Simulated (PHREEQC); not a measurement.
A solution holds 0.041 mol KOH and 0.023 mol K2CO3 per kg of water, at 25 °C. Closed to the air; pH follows from the charge balance.

Model: ion-association model, phreeqc.dat, run in PHREEQC.

| quantity | before | after |
|---|---|---|
| pH | 12.49 | 13.14 |
| ionic strength (mol/kgw) | 0.110 | 0.274 |

Which change was made?
(A) K2CO3 replaced by KF at the same molality
(B) KOH from 0.041 to 0.205 mol/kgw
(C) KOH from 0.041 to 0.0369 mol/kgw
(D) K2CO3 replaced by NaHCO3 at the same molality
(E) KOH from 0.041 to 0.41 mol/kgw

B, KOH from 0.041 to 0.205 mol/kgw

This is a speciation only: nothing precipitates in the calculation.
